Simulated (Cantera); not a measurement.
What does this Cantera script print?

```python
import numpy as np
import cantera as ct

gas_names = """
    C CO COS CO2 CS CS2 C2 C2O C3 C3O2 C4 C5 Fe FeC5O5 FeO O O2 O3 S SO SO2 SO3 S2 S2O S8
""".split()
cond_names = """
    C(gr) Fe(a) Fe(c) Fe(d) Fe(L) FeC5O5(L) FeO(s) FeO(L) FeS(a) FeS(b) FeS(c) FeS(L) FeSO4(s) FeS2(s)
    Fe2O3(s) Fe2S3O12(s) Fe3O4(s) S(cr1) S(cr2) S(L)
""".split()


def load(file, names, dense=False):
    # The tables refer to 1 bar. Condensed volumes are neglected.
    table = {s.name: s for s in ct.Species.list_from_file(file)}
    out = []
    for n in names:
        d = dict(table[n].input_data)
        d["thermo"] = dict(d["thermo"], **{"reference-pressure": 1e5})
        if dense:
            d["equation-of-state"] = {"model": "constant-volume", "density": "1e6 g/cm^3"}
        out.append(ct.Species.from_dict(d))
    return out


gas = ct.Solution(thermo="ideal-gas", species=load("nasa_gas.yaml", gas_names))
cond = {s.name: ct.Solution(thermo="fixed-stoichiometry", species=[s], name=s.name)
        for s in load("nasa_condensed.yaml", cond_names, dense=True)}
atoms = {
    'FeS': {'Fe': 1, 'S': 1},
    'SO2': {'S': 1, 'O': 2},
    'CO2': {'C': 1, 'O': 2},
    'O2': {'O': 2},
}
top_T = {'C(gr)': 4500, 'FeSO4(s)': 950, 'FeS2(s)': 1010, 'Fe2O3(s)': 1830, 'Fe2S3O12(s)': 1100, 'Fe3O4(s)': 1870}  # K; cautious upper limits of use, not melting points


def equilibrate(T, P, feed):
    n = {}
    for name, mol in feed.items():
        for a, k in atoms[name].items():
            n[a] = n.get(a, 0.0) + k * mol
    gas.TPX = T, P, n
    mass = sum(n.values()) * gas.mean_molecular_weight
    gas.equilibrate("TP")
    valid = [c for c in cond.values() if c.min_temp <= T <= top_T.get(c.name, c.max_temp)]
    mix = ct.Mixture([(gas, mass / gas.mean_molecular_weight)] + [(c, 0.0) for c in valid])
    mix.T, mix.P = T, P
    mix.equilibrate("TP", solver="vcs", rtol=1e-11, max_steps=5000)
    return mix


results = []
feed = {'FeS': 1, 'SO2': 1.4, 'CO2': 0.044, 'O2': 4.5}  # mol
P = 120000  # Pa
for T in [700, 750, 800, 850, 900, 950, 1000, 1050, 1100, 1150, 1200, 1250, 1300]:
    mix = equilibrate(T, P, feed)
    results.append((T, P, feed, dict(zip(mix.species_names, mix.species_moles))))

top = {s: max(r[3][s] / sum(r[3][g] for g in gas_names) for r in results) for s in gas_names}
cols = sorted((s for s in top if top[s] > 0.0001), key=lambda s: -top[s])[:9]
seen = [c for c in cond_names if any(r[3].get(c, 0) > 1e-12 for r in results)]
print("log10 of partial pressures in bar; condensed amounts in mol")
print(f"{'T/K':>10s}" + "".join(f"{s[:9]:>10s}" for s in cols + seen))
for T, P, feed, n in results:
    ng = sum(n[g] for g in gas_names)
    print(f"{T:10.4g}" + "".join(f"{np.log10(max(n[s] / ng * P / 1e5, 1e-99)):10.3f}" for s in cols)
          + "".join(f"{n.get(c, 0):10.4g}" for c in seen))
```

Output:

```
log10 of partial pressures in bar; condensed amounts in mol
       T/K        O2       SO2       SO3       CO2  Fe2O3(s) Fe2S3O12(
       700    -0.127    -2.759    -0.366    -1.675         0       0.5
       750    -0.127    -2.272    -0.370    -1.675         0       0.5
       800    -0.126    -1.855    -0.380    -1.677         0       0.5
       850    -0.124    -1.500    -0.403    -1.680         0       0.5
       900    -0.121    -1.208    -0.444    -1.686         0       0.5
       950    -0.116    -0.978    -0.510    -1.694         0       0.5
      1000    -0.201    -0.642    -0.485    -1.834    0.2562    0.2438
      1050    -0.243    -0.460    -0.568    -1.946       0.5         0
      1100    -0.229    -0.392    -0.713    -1.959       0.5         0
      1150    -0.220    -0.348    -0.864    -1.969       0.5         0
      1200    -0.213    -0.319    -1.015    -1.976       0.5         0
      1250    -0.208    -0.300    -1.162    -1.981       0.5         0
      1300    -0.205    -0.287    -1.303    -1.984       0.5         0
```

Method: chemical equilibrium by Gibbs-energy minimisation in Cantera with the NASA 1993 tables (ideal gas, pure condensed phases).
